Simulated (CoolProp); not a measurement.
A simple Rankine cycle with R1336mzz(Z): condensing at 315.15 K, boiler at 1.42 MPa, turbine inlet 499 K, turbine efficiency 0.65, pump efficiency 0.8, no recuperator. Each further row changes one setting.

The numbers come from the reference Helmholtz-energy equation of state, McLinden 2020 in CoolProp.

| case | thermal efficiency (%) | net work (kJ/kg) | heat in (kJ/kg) | turbine exit temperature (K) | volume ratio over the turbine |
|---|---|---|---|---|---|
| as stated | 9.8 | 32.9 | 337 | 458.2 | 10.6 |
| condensing temperature 307.15 K | 10.6 | 36.9 | 347 | 454.2 | 14.0 |
| boiler pressure 0.994 MPa | [?] | 28.9 | 341 | [?] | 7.27 |
| turbine efficiency 0.55 | 8.2 | 27.7 | 337 | [?] | 10.8 |

Question: Fill in the missing entries.

Answer: 
- boiler pressure 0.994 MPa, thermal efficiency (%): 8.5
- boiler pressure 0.994 MPa, turbine exit temperature (K): 465.8
- turbine efficiency 0.55, turbine exit temperature (K): 463.0
